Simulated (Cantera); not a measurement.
A closed system holds: 1 mol CF4, 0.2 mol H2, held at 1623.15 K.

Points: P (Pa) = 1, 5.2, 27, 140, 720, 3700, 19000, 100000.

Cantera's Mixture.equilibrate('TP', solver="vcs", rtol=1e-11, max_steps=5000) on the NASA tables stopped like this:

```
ERROR: FAILURE its = 5001!

*******************************************************************************
CanteraError thrown by MultiPhase::equilibrate:
VCS solver failed. Return code: -1
*******************************************************************************
```

**Question.** What got this run through?

**Answer.** Several could match; the one computed here: The failure is numerical, not chemical. The same input converged with solver="gibbs", rtol=1e-10, max_steps=50000, and the result passed a check of the equilibrium conditions:
```
T = 1623.15 K  P = 1 Pa  gas = 1.411 mol
   x: CF4 5.916e-01  HF 2.834e-01  F 6.677e-02  CF2 5.670e-02  CF3 1.493e-03  CF 3.056e-05
   condensed (mol): C(gr) 0.08299
T = 1623.15 K  P = 5.2 Pa  gas = 1.338 mol
   x: CF4 6.539e-01  HF 2.990e-01  CF2 2.614e-02  F 1.988e-02  CF3 1.066e-03
   condensed (mol): C(gr) 0.0888
T = 1623.15 K  P = 27 Pa  gas = 1.314 mol
   x: CF4 6.773e-01  HF 3.045e-01  CF2 1.168e-02  F 5.831e-03  CF3 7.248e-04
   condensed (mol): C(gr) 0.09401
T = 1623.15 K  P = 140 Pa  gas = 1.305 mol
   x: CF4 6.862e-01  HF 3.065e-01  CF2 5.161e-03  F 1.703e-03  CF3 4.850e-04
   condensed (mol): C(gr) 0.09703
T = 1623.15 K  P = 720 Pa  gas = 1.302 mol
   x: CF4 6.897e-01  HF 3.072e-01  CF2 2.281e-03  F 4.992e-04  CF3 3.233e-04
   condensed (mol): C(gr) 0.09857
T = 1623.15 K  P = 3700 Pa  gas = 1.301 mol
   x: CF4 6.911e-01  HF 3.075e-01  CF2 1.007e-03  CF3 2.151e-04  F 1.463e-04
   condensed (mol): C(gr) 0.09932
T = 1623.15 K  P = 19000 Pa  gas = 1.3 mol
   x: CF4 6.918e-01  HF 3.076e-01  CF2 4.448e-04  CF3 1.430e-04  F 4.290e-05
   condensed (mol): C(gr) 0.09967
T = 1623.15 K  P = 100000 Pa  gas = 1.3 mol
   x: CF4 6.920e-01  HF 3.076e-01  CF2 1.939e-04  CF3 9.442e-05  CHF3 1.469e-05  F 1.235e-05
   condensed (mol): C(gr) 0.09984
```

The gas is ideal and each condensed phase is pure. Gases not in the tables: C2F6 and larger saturated fluorocarbons.
